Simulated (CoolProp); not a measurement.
R1233zd(E) along the isobar 8.79 bar: fugacity coefficient from the reference equation and from simpler models built on Tc = 165.7 °C, pc = 35.83 bar, ω = 0.304; each cubic takes its own stable root.

Model: reference Helmholtz-energy equation of state, Akasaka 2022, in CoolProp.

```json
[
 {"T (°C)": "86.35", "phase": "liquid", "reference": "0.7463", "van der Waals": "0.8833", "Soave-Redlich-Kwong": "0.7639", "Peng-Robinson": "0.7479"},
 {"T (°C)": "93.65", "phase": "gas", "reference": "0.8412", "van der Waals": "0.8887", "Soave-Redlich-Kwong": "0.8516", "Peng-Robinson": "0.8423"},
 {"T (°C)": "100.95", "phase": "gas", "reference": "0.8516", "van der Waals": "0.8938", "Soave-Redlich-Kwong": "0.8605", "Peng-Robinson": "0.8513"},
 {"T (°C)": "108.15", "phase": "gas", "reference": "0.8610", "van der Waals": "0.8985", "Soave-Redlich-Kwong": "0.8688", "Peng-Robinson": "0.8596"},
 {"T (°C)": "115.45", "phase": "gas", "reference": "0.8697", "van der Waals": "0.9029", "Soave-Redlich-Kwong": "0.8765", "Peng-Robinson": "0.8674"},
 {"T (°C)": "122.75", "phase": "gas", "reference": "0.8777", "van der Waals": "0.9071", "Soave-Redlich-Kwong": "0.8837", "Peng-Robinson": "0.8747"},
 {"T (°C)": "129.95", "phase": "gas", "reference": "0.8850", "van der Waals": "0.9111", "Soave-Redlich-Kwong": "0.8904", "Peng-Robinson": "0.8814"},
 {"T (°C)": "137.25", "phase": "gas", "reference": "0.8919", "van der Waals": "0.9148", "Soave-Redlich-Kwong": "0.8967", "Peng-Robinson": "0.8878"},
 {"T (°C)": "144.55", "phase": "gas", "reference": "0.8982", "van der Waals": "0.9183", "Soave-Redlich-Kwong": "0.9026", "Peng-Robinson": "0.8938"},
 {"T (°C)": "151.75", "phase": "gas", "reference": "0.9040", "van der Waals": "0.9216", "Soave-Redlich-Kwong": "0.9080", "Peng-Robinson": "0.8993"},
 {"T (°C)": "159.05", "phase": "gas", "reference": "0.9094", "van der Waals": "0.9248", "Soave-Redlich-Kwong": "0.9132", "Peng-Robinson": "0.9046"},
 {"T (°C)": "166.35", "phase": "gas", "reference": "0.9145", "van der Waals": "0.9278", "Soave-Redlich-Kwong": "0.9180", "Peng-Robinson": "0.9095"}
]
```

At some of these states van der Waals gives the other phase, because its saturation line lies elsewhere.
